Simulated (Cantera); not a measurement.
A closed system holds: 1 mol Fe(CO)5, 10 mol H2, 0.11 mol CO, held at 1.33 mbar.

Points: T (K) = 750, 850, 950, 1050, 1150, 1250, 1350, 1450.

Cantera's Mixture.equilibrate('TP', solver="vcs", rtol=1e-11, max_steps=5000) on the NASA tables stopped like this:

```
T = 750 K  P = 133.322 Pa  gas = 14.14 mol
   x: H2 6.826e-01  CO 2.489e-01  CO2 4.595e-02  H2O 2.060e-02  CH4 1.984e-03
   condensed (mol): C(gr) 0.913  Fe(a) 1
T = 850 K  P = 133.322 Pa  gas = 15.03 mol
   x: H2 6.627e-01  CO 3.317e-01  CO2 3.160e-03  H2O 2.067e-03
   condensed (mol): C(gr) 0.07307  Fe(a) 1
T = 950 K  P = 133.322 Pa  gas = 15.1 mol
   x: H2 6.618e-01  CO 3.376e-01
   condensed (mol): C(gr) 0.006563  Fe(a) 1
ERROR: FAILURE its = 5001!

*******************************************************************************
CanteraError thrown by MultiPhase::equilibrate:
VCS solver failed. Return code: -1
*******************************************************************************
```

**Question.** What got this run through?

**Answer.** Several could match; the one computed here: The failure is numerical, not chemical. The same input converged with solver="gibbs", rtol=1e-10, max_steps=50000, and the result passed a check of the equilibrium conditions:
```
T = 750 K  P = 133.322 Pa  gas = 14.14 mol
   x: H2 6.826e-01  CO 2.489e-01  CO2 4.595e-02  H2O 2.060e-02  CH4 1.984e-03
   condensed (mol): C(gr) 0.913  Fe(a) 1
T = 850 K  P = 133.322 Pa  gas = 15.03 mol
   x: H2 6.627e-01  CO 3.317e-01  CO2 3.160e-03  H2O 2.067e-03
   condensed (mol): C(gr) 0.07307  Fe(a) 1
T = 950 K  P = 133.322 Pa  gas = 15.1 mol
   x: H2 6.618e-01  CO 3.376e-01
   condensed (mol): C(gr) 0.006563  Fe(a) 1
T = 1050 K  P = 133.322 Pa  gas = 15.11 mol
   x: H2 6.618e-01  CO 3.381e-01
   condensed (mol): C(gr) 0.0008051  Fe(a) 1
T = 1150 K  P = 133.322 Pa  gas = 15.11 mol
   x: H2 6.618e-01  CO 3.382e-01
   condensed (mol): C(gr) 9.502e-05  Fe(a) 1
T = 1250 K  P = 133.322 Pa  gas = 15.11 mol
   x: H2 6.618e-01  CO 3.382e-01
   condensed (mol): Fe(c) 1
T = 1350 K  P = 133.322 Pa  gas = 15.11 mol
   x: H2 6.618e-01  CO 3.382e-01
   condensed (mol): Fe(c) 1
T = 1450 K  P = 133.322 Pa  gas = 15.11 mol
   x: H2 6.616e-01  CO 3.381e-01
   condensed (mol): Fe(c) 0.9994
```

The gas is ideal and each condensed phase is pure. Condensed phases not in the tables: cementite and carbon dissolved in iron.
